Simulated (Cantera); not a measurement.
What does this Cantera script print?

```python
import numpy as np
import cantera as ct

gas = ct.Solution("gri30.yaml")
gas.TPX = 1398, 420, {'C2H6': 1, 'N2': 8}
reactor = ct.IdealGasConstPressureReactor(gas, energy="off", clone=False)
net = ct.ReactorNet([reactor])
net.rtol, net.atol = 1e-08, 1e-18
show = ['C2H6', 'H2', 'CH4', 'CH2', 'CH3', 'C2H']
times = np.geomspace(2e-05, 2, 9)

steps = ct.SolutionArray(gas, extra=["t"])
rows = []
print(f"{'t/s':>10s}{'T/K':>9s}{'P/Pa':>11s}" + "".join(f"{s:>11s}" for s in show))
for t in times:
    while net.time < t:
        t_next = net.step()
        steps.append(gas.state, t=t_next)
    rows.append([np.interp(t, steps.t, y) for y in (steps.T, steps.P, *steps(*show).X.T)])
    print(f"{t:10.3e}{rows[-1][0]:9.1f}{rows[-1][1]:11.4g}" + "".join(f"{x:11.3e}" for x in rows[-1][2:]))
rate = np.gradient(steps.T, steps.t)
print("integrator steps:", len(steps.t))
if steps.T.max() > steps.T[0] + 200:
    print(f"time of steepest temperature rise: {steps.t[rate.argmax()]:.4e} s")
gas.TPX = 1398, 420, {'C2H6': 1, 'N2': 8}
gas.equilibrate("TP")
print(f"equilibrium (TP): T = {gas.T:.1f} K  " + "  ".join(f"{s} {gas[s].X[0]:.3e}" for s in show))
```

Output:

```
       t/s      T/K       P/Pa       C2H6         H2        CH4        CH2        CH3        C2H
 2.000e-05   1398.0        420  1.111e-01  1.099e-09  3.640e-08  1.706e-12  2.133e-05  2.785e-27
 8.434e-05   1398.0        420  1.111e-01  3.426e-08  6.443e-07  1.331e-10  8.944e-05  2.782e-23
 3.557e-04   1398.0        420  1.109e-01  3.141e-06  1.127e-05  8.683e-09  3.678e-04  1.060e-18
 1.500e-03   1398.0        420  1.098e-01  2.591e-04  1.859e-04  3.096e-07  1.388e-03  1.436e-13
 6.325e-03   1398.0        420  9.666e-02  7.627e-03  2.797e-03  2.495e-06  4.689e-03  8.691e-10
 2.667e-02   1398.0        420  3.362e-02  4.862e-02  2.498e-02  3.812e-06  5.510e-03  2.331e-08
 1.125e-01   1398.0        420  7.675e-04  9.190e-02  4.135e-02  4.404e-07  8.419e-04  3.623e-08
 4.743e-01   1398.0        420  2.124e-05  1.100e-01  4.049e-02  2.261e-08  1.637e-04  1.074e-08
 2.000e+00   1398.0        420  2.736e-06  1.212e-01  3.981e-02  3.022e-09  5.829e-05  4.647e-09
integrator steps: 1082
equilibrium (TP): T = 1398.0 K  C2H6 4.815e-10  H2 1.815e-01  CH4 1.992e-04  CH2 8.528e-11  CH3 6.873e-07  C2H 8.142e-09
```

Detailed kinetics in Cantera: GRI-Mech 3.0 (53 species, 325 reactions). GRI-Mech 3.0 stops at C3 and has no aromatics, soot or wall deposition, so with more carbon than oxygen in the feed, carbon stays in small species such as C2H2 where larger ones or solid carbon would form. Radical loss at walls, strong at low pressure, is not modelled.
